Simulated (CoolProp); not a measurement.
n-perfluorohexane along the isobar 1.06 MPa: fugacity coefficient from the reference equation and from simpler models built on Tc = 174.9 °C, pc = 1.742 MPa, ω = 0.497; each cubic takes its own stable root.

Computed with CoolProp (reference Helmholtz-energy equation of state, Gao 2022).

```json
[
 {"T (°C)": "0.05", "phase": "liquid", "reference": "0.008860", "van der Waals": "0.1636", "Redlich-Kwong": "0.04285", "Soave-Redlich-Kwong": "0.008989"},
 {"T (°C)": "25.25", "phase": "liquid", "reference": "0.02976", "van der Waals": "0.2516", "Redlich-Kwong": "0.09642", "Soave-Redlich-Kwong": "0.03011"},
 {"T (°C)": "50.55", "phase": "liquid", "reference": "0.07804", "van der Waals": "0.3600", "Redlich-Kwong": "0.1838", "Soave-Redlich-Kwong": "0.07931"},
 {"T (°C)": "75.85", "phase": "liquid", "reference": "0.1687", "van der Waals": "0.4855", "Redlich-Kwong": "0.3078", "Soave-Redlich-Kwong": "0.1726"},
 {"T (°C)": "101.05", "phase": "liquid", "reference": "0.3129", "van der Waals": "0.6232", "Redlich-Kwong": "0.4654", "Soave-Redlich-Kwong": "0.3219"},
 {"T (°C)": "126.35", "phase": "liquid", "reference": "0.5149", "van der Waals": "0.7593", "Redlich-Kwong": "0.6491", "Soave-Redlich-Kwong": "0.5306"},
 {"T (°C)": "151.55", "phase": "gas", "reference": "0.7439", "van der Waals": "0.7944", "Redlich-Kwong": "0.7639", "Soave-Redlich-Kwong": "0.7520"},
 {"T (°C)": "176.85", "phase": "gas", "reference": "0.7948", "van der Waals": "0.8223", "Redlich-Kwong": "0.8014", "Soave-Redlich-Kwong": "0.8023"}
]
```

At some of these states van der Waals gives the other phase, because its saturation line lies elsewhere.
